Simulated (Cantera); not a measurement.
Input: 1 mol BF₃, 25 mol N₂, 0.59 mol H₂, held at 1198 K and 233 Torr.

Cantera equilibrium calculation (NASA polynomials, part measured and part estimated; ideal gas, pure solids and liquids). Candidate condensed phases: B, BN; 31 gas species. N₂ is the only nitrogen source here; it is nearly inert below about 1500 K, so the nitride shown seldom forms there in practice. Kinetics and transport are ignored.

Base state: N₂ 0.940, BF₃ 0.0366, H₂ 0.0206, HF 0.00312, BHF₂ 1.55e-5 (mole fractions); condensed: BN(s).

### Question
What changes in the equilibrium state with this change: temperature from 1198 K to 850 K?

### Answer
```json
[
 {"species": "N₂", "before": "0.940", "after": "0.940"},
 {"species": "BF₃", "before": "0.0366", "after": "0.0372"},
 {"species": "H₂", "before": "0.0206", "after": "0.0215"},
 {"species": "HF", "before": "0.00312", "after": "0.00132"},
 {"species": "BHF₂", "before": "1.55e-5", "after": "2.40e-7"},
 {"species": "BN(s), mol", "before": "0.0275", "after": "0.0117"}
]
```
